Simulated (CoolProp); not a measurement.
Carbon dioxide at 293.15 K and 3.83 MPa flows at 2 m/s in a round tube of 6 mm bore and 1.5 µm roughness, fully developed (64/Re and Nu = 3.66 if laminar; Colebrook and Gnielinski if turbulent). Each further row changes one setting.

Computed with CoolProp (reference Helmholtz-energy equation of state, Span 1996).

```csv
case,Reynolds number,Darcy friction factor,pressure drop (Pa/m),heat-transfer coefficient (W/(m² K)),mass flow (kg/h)
as stated,70600,0.0204,623,?,18.6
velocity 4 m/s,141000,?,2230,?,?
diameter 12 mm,141000,0.0175,?,?,74.6
```

Some entries are withheld; supply them.


- as stated, heat-transfer coefficient (W/(m² K)): 639
- velocity 4 m/s, Darcy friction factor: 0.0183
- velocity 4 m/s, heat-transfer coefficient (W/(m² K)): 1150
- velocity 4 m/s, mass flow (kg/h): 37.3
- diameter 12 mm, pressure drop (Pa/m): 268
- diameter 12 mm, heat-transfer coefficient (W/(m² K)): 554

Viscosity comes from a separate model (Laesecke 2017). Thermal conductivity comes from a separate model (Huber 2016).
